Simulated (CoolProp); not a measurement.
Aqueous potassium acetate as a coolant, at 11 °C, 1 atm.

The numbers come from the Melinder's fits for secondary coolants in CoolProp.

| mass % | freezing point (°C) | cp (kJ/(kg K)) | density (kg/m³) | conductivity (W/(m K)) | viscosity (mPa s) |
|---|---|---|---|---|---|
| 1.2 | -0.4 | 4.141 | 1008 | 0.579 | 1.31 |
| 5.5 | -2.2 | 3.970 | 1031 | 0.566 | [?] |
| 9.7 | -4.4 | 3.821 | 1052 | [?] | 1.60 |
| 14 | -6.9 | 3.682 | 1073 | 0.538 | 1.78 |
| 18.3 | -9.8 | 3.550 | 1095 | 0.524 | 2.00 |
| 22.6 | -13.6 | 3.424 | 1119 | 0.511 | [?] |
| 26.9 | -18.6 | 3.299 | 1144 | 0.498 | 2.61 |
| 31.1 | -24.9 | 3.180 | 1168 | 0.485 | [?] |
| 35.4 | -32.7 | 3.060 | 1193 | 0.473 | 3.63 |
| 39.7 | -41.5 | 2.943 | 1218 | 0.461 | 4.39 |
| 44 | -50.2 | 2.833 | 1244 | 0.449 | [?] |

### Question
What belongs in the gaps?

### Answer

- 5.5, viscosity (mPa s): 1.44
- 9.7, conductivity (W/(m K)): 0.552
- 22.6, viscosity (mPa s): 2.27
- 31.1, viscosity (mPa s): 3.04
- 44, viscosity (mPa s): 5.34
